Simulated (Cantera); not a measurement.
Charge: 1 mol Cu, 7.7 mol F₂, equilibrated at 202 °C and 10000 Pa.

Method: chemical equilibrium by Gibbs-energy minimisation in Cantera with the NASA 1993 tables (ideal gas, pure condensed phases). Candidate condensed phases: Cu, CuF₂; 6 gas species. The numbers say what is thermodynamically allowed, not how fast it happens.

Base state: F₂ 1.000 (mole fractions); condensed: CuF₂(s).

Q: What changes in the equilibrium state with this change: temperature from 202 °C to 1177 °C?

A: 
| species | before | after |
|---|---|---|
| F | 6.28e-6 | 0.912 |
| CuF₂ | <1e-9 | 0.0707 |
| F₂ | 1.000 | 0.0177 |
| CuF₂(s), mol | 1.00 | 0 |

Q: What changes in the equilibrium state with this change: temperature from 202 °C to 1075 °C?

A: 
| species | before | after |
|---|---|---|
| F | 6.28e-6 | 0.880 |
| CuF₂ | <1e-9 | 0.0727 |
| F₂ | 1.000 | 0.0471 |
| CuF₂(s), mol | 1.00 | 0 |

Q: What changes in the equilibrium state with this change: temperature from 202 °C to 502 °C?

A: 
```json
[
 {"species": "F₂", "before": "1.000", "after": "0.982"},
 {"species": "F", "before": "6.28e-6", "after": "0.0175"},
 {"species": "CuF₂(s), mol", "before": "1.00", "after": "1.00"}
]
```
